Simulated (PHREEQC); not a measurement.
A solution holds 0.011 mol NH3, 0.00032 mol H4SiO4 and 5.2e-05 mol K2CO3 per kg of water, at 25 °C. Closed to the air; pH follows from the charge balance.

Equilibrium calculation in PHREEQC: ion-association model, phreeqc.dat.

```yaml
pH: 10.51
ionic_strength: 0.000721 mol/kgw
total_alkalinity: 11.1 meq/kg
```

```
species   molality  activity   log γ
--------  --------  --------  ------
NH3         0.0104    0.0104   0.000
NH4+      0.000584  0.000566  -0.013
OH-       0.000337  0.000327  -0.013
H3SiO4-   0.000265  0.000257  -0.013
K+        0.000104  0.000101  -0.013
H4SiO4     5.40e-5   5.41e-5   0.000
CO3-2      3.24e-5   2.88e-5  -0.052
HCO3-      1.96e-5   1.90e-5  -0.013
H2SiO4-2   6.38e-7   5.65e-7  -0.052
CO2        1.32e-9   1.32e-9   0.000
```

No solid was allowed to form.
